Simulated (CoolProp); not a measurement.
Computed with CoolProp (reference Helmholtz-energy equation of state, Lemmon 2005).

Task: Give the vapour pressure (kPa), surface tension (mN/m), liquid conductivity (mW/(m K)) of saturated R125 at -37.65, -23.75 °C.

Result: 
```csv
T (°C),p (kPa),surface tension (mN/m),liquid conductivity (mW/(m K))
-37.65,165,12.1,86.5
-23.75,292,10.1,80.2
```

Thermal conductivity comes from a separate model (Perkins 2006). Surface tension comes from a separate correlation (Mulero 2012).
